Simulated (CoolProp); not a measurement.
Octamethyltrisiloxane (MDM) at several states: Z from the reference equation and from simpler models built on Tc = 292.2 °C, pc = 1438 kPa, ω = 0.528; each cubic takes its own stable root.

Computed with CoolProp (reference Helmholtz-energy equation of state, Thol 2017).

| T (°C) | p (kPa) | phase | reference | Soave-Redlich-Kwong | Peng-Robinson |
|---|---|---|---|---|---|
| 228.25 | 53.4 | gas | 0.9801 | 0.9801 | 0.9785 |
| 155.65 | 12.4 | gas | 0.9918 | 0.9923 | 0.9919 |
| -46.65 | 36.9 | liquid | 0.005232 | 0.006028 | 0.005383 |
| 100.05 | 714 | liquid | 0.07370 | 0.08076 | 0.07161 |
| 252.95 | 16.1 | gas | 0.9951 | 0.9950 | 0.9945 |
| -42.85 | 7000 | liquid | 0.9735 | 1.119 | 1.000 |
